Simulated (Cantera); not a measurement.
A closed system holds: 1 mol FeS, a varied amount of H2, equilibrated at 1525 K and 33.8 Torr.

Method: chemical equilibrium by Gibbs-energy minimisation in Cantera with the NASA 1993 tables (ideal gas, pure condensed phases). Candidate condensed phases: Fe, FeS, FeS2, S; 8 gas species. Metal and sulfide melt together well below either melting point, which pure phases cannot show. Mutual solubility and eutectic melting of coexisting phases are not modelled. FeS: taken at fixed stoichiometry. Kinetics and transport are ignored.

Problem. At 0.55 mol H2, list the 5 most abundant gas species with their mole fractions, and the condensed phases.

Solution. H2 0.984, H2S 0.0153, S2 0.000514, SH 0.000402, H 0.000111. Condensed: Fe(γ) + FeS(l).
